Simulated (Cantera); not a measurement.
Cantera run:

```python
import numpy as np
import cantera as ct

gas_names = [...]  # 87 gases of nasa_gas.yaml made of C, H, Si
cond_names = """
    C(gr) C6H6(L) C7H8(L) C8H18(L),n-octa Si(cr) Si(L) SiC(b)
""".split()


# ... load() reads the species with a 1 bar reference pressure and builds the phases ...
atoms = {
    'Si(CH3)4': {'Si': 1, 'C': 4, 'H': 12},
    'C2H4': {'C': 2, 'H': 4},
    'H2': {'H': 2},
}
top_T = {'C(gr)': 4500, 'SiC(b)': 3050}  # K; cautious upper limits of use, not melting points


# ... equilibrate(T, P, feed) seeds the gas with the atoms and calls Mixture.equilibrate('TP', solver="vcs", rtol=1e-11, max_steps=5000) ...
results = []
feed = {'Si(CH3)4': 1, 'C2H4': 0.02, 'H2': 2}  # mol
P = 7200  # Pa
for T in [1350, 1450, 1550, 1650, 1750, 1850, 1950, 2050, 2150, 2250, 2350, 2450, 2550]:
    mix = equilibrate(T, P, feed)
    results.append((T, P, feed, dict(zip(mix.species_names, mix.species_moles))))

top = {s: max(r[3][s] / sum(r[3][g] for g in gas_names) for r in results) for s in gas_names}
cols = sorted((s for s in top if top[s] > 0.0001), key=lambda s: -top[s])[:8]
seen = [c for c in cond_names if any(r[3].get(c, 0) > 1e-12 for r in results)]
print("log10 of partial pressures in bar; condensed amounts in mol")
print(f"{'T/K':>10s}" + "".join(f"{s[:9]:>10s}" for s in cols + seen))
for T, P, feed, n in results:
    ng = sum(n[g] for g in gas_names)
    print(f"{T:10.4g}" + "".join(f"{np.log10(max(n[s] / ng * P / 1e5, 1e-99)):10.3f}" for s in cols)
          + "".join(f"{n.get(c, 0):10.4g}" for c in seen))
```

Result:

```
log10 of partial pressures in bar; condensed amounts in mol
       T/K        H2         H        Si C2H2,acet      SiC2      Si2C       SiH       CH4     C(gr)    SiC(b)
      1350    -1.143    -6.194   -12.120    -7.050   -15.500   -15.511   -11.887    -4.525     3.037         1
      1450    -1.143    -5.596   -10.737    -6.455   -13.687   -13.731   -10.709    -4.767     3.038         1
      1550    -1.143    -5.073    -9.534    -5.937   -12.112   -12.186    -9.686    -4.977     3.039         1
      1650    -1.143    -4.613    -8.478    -5.484   -10.731   -10.832    -8.788    -5.162     3.038         1
      1750    -1.143    -4.205    -7.544    -5.083    -9.511    -9.637    -7.994    -5.326     3.038         1
      1850    -1.144    -3.840    -6.712    -4.726    -8.425    -8.574    -7.288    -5.471     3.035         1
      1950    -1.145    -3.513    -5.967    -4.407    -7.454    -7.623    -6.655    -5.602     3.031    0.9998
      2050    -1.147    -3.218    -5.295    -4.121    -6.579    -6.767    -6.086    -5.722     3.023    0.9992
      2150    -1.151    -2.950    -4.686    -3.863    -5.788    -5.994    -5.572    -5.833     3.012    0.9968
      2250    -1.157    -2.708    -4.132    -3.632    -5.069    -5.291    -5.106    -5.939     2.996    0.9882
      2350    -1.167    -2.488    -3.626    -3.425    -4.413    -4.650    -4.683    -6.045     2.982      0.96
      2450    -1.185    -2.290    -3.162    -3.244    -3.812    -4.064    -4.299    -6.158     2.985    0.8726
      2550    -1.217    -2.115    -2.735    -3.093    -3.260    -3.525    -3.954    -6.292     3.052    0.6126
```

These are equilibrium values from Cantera (NASA tables, ideal gas, pure condensed phases), not measurements of a reactor. Gases not in the tables: Si2H6 and higher silanes.
